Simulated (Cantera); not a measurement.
Charge: 1 mol Al(CH₃)₃, a varied amount of H₂O, 2.4 mol N₂, equilibrated at 1348.15 K and 75.0 Torr.

Cantera equilibrium calculation (NASA polynomials, part measured and part estimated; ideal gas, pure solids and liquids). Candidate condensed phases: Al, AlN, Al₂O₃, C, C₆H₆, C₇H₈, C₈H₁₈, H₂O; 148 gas species. The feed counts by its element totals alone. Mutual solubility and eutectic melting of coexisting phases are not modelled. Kinetics and transport are ignored.

x: gas mole fraction; n: condensed amount in mol.

| n(H₂O) (mol) | x H₂ | x N₂ | x CO | x CH₄ | n AlN(s) | n Al₂O₃(s) | n C(graphite) |
|---|---|---|---|---|---|---|---|
| 0.75 | 0.706 | 0.288 | 0.00555 | 0.000291 | 0.527 | 0.236 | 2.96 |
| 1.1 | 0.709 | 0.285 | 0.00554 | 0.000293 | 0.296 | 0.352 | 2.95 |
| 1.5 | 0.711 | 0.283 | 0.00552 | 0.000295 | 0.0310 | 0.484 | 2.95 |
| 1.8 | 0.700 | 0.267 | 0.0333 | 0.000285 | 0 | 0.500 | 2.70 |
| 2.2 | 0.683 | 0.245 | 0.0714 | 0.000272 | 0 | 0.500 | 2.30 |
| 2.5 | 0.673 | 0.231 | ___ | 0.000264 | 0 | 0.500 | ___ |
| 2.9 | 0.660 | 0.214 | ___ | 0.000254 | 0 | 0.500 | ___ |
| 3.2 | 0.652 | 0.203 | 0.144 | 0.000248 | 0 | 0.500 | 1.30 |
| 3.6 | 0.642 | 0.190 | 0.167 | 0.000241 | 0 | 0.500 | 0.896 |
| 4 | 0.634 | 0.179 | 0.187 | 0.000234 | 0 | 0.500 | 0.496 |
| 4.3 | 0.628 | 0.171 | 0.200 | 0.000230 | 0 | 0.500 | 0.196 |

Some entries are withheld; supply them.


- 2.9, x CO: 0.125
- 2.9, n C(graphite): 1.60
- 2.5, x CO: 0.0961
- 2.5, n C(graphite): 2.00
